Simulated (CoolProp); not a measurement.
Saturation properties of water (Tc = 373.9 °C, pc = 22060 kPa, ω = 0.344).

The numbers come from the reference Helmholtz-energy equation of state, Wagner 2002 in CoolProp.

```
T (°C)  p (kPa)  liquid cp (kJ/(kg K))  surface tension (mN/m)  liquid viscosity (µPa s)
------  -------  ---------------------  ----------------------  ------------------------
70.65     32.09                  4.191                    64.4                       400
82.15     51.70                  4.199                    62.3                       345
93.65     80.49                  4.209                    60.1                       302
105.15    121.5                  4.222                    57.9                       267
116.65    178.5                  4.238                    55.6                       239
128.15    255.7                  4.258                    53.3                       216
139.65    358.0                  4.282                    50.9                       197
151.25    492.3                  4.310                    48.4                       181
162.75    662.7                  4.344                    45.9                       167
174.25    876.9                  4.383                    43.3                       156
185.75     1143                  4.429                    40.7                       145
```

It boils at 100.0 °C under 1 atm.

Viscosity comes from a separate model (Huber 2009). Surface tension comes from a separate correlation (Mulero 2012).
